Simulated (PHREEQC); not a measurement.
A solution holds 0.14 mol CdCl2 and 0.04 mol NaCl per kg of water, at 20 °C. Closed to the air; pH follows from the charge balance.

All values are PHREEQC results (ion-association model, phreeqc.dat), not measurements.

Each row changes one thing in this solution. Precipitation was switched off in this run.

```
case                               pH  ionic strength (mol/kgw)  Cl- (mol/kgw)  CdCl+ (mol/kgw)  CdCl2 (mol/kgw)  Cd+2 (mol/kgw)  SI of Halite (NaCl)
-------------------------------  ----  ------------------------  -------------  ---------------  ---------------  --------------  -------------------
as made                          5.36                     0.184          0.163           0.0879           0.0305          0.0187                -4.02
CdCl2 from 0.14 to 0.07 mol/kgw  5.49                     0.123          0.110           0.0451           0.0115          0.0127                -4.16
temperature from 20 to 35 °C     5.29                     0.182          0.160           0.0870           0.0310          0.0184                -4.04
temperature from 20 to 85 °C     5.06                     0.179          0.154           0.0839           0.0313          0.0184                -4.12
```

Species that the database lacks are ignored. Away from 25 °C the constants follow the database's enthalpies or fits; those with neither stay at their 25 °C values.
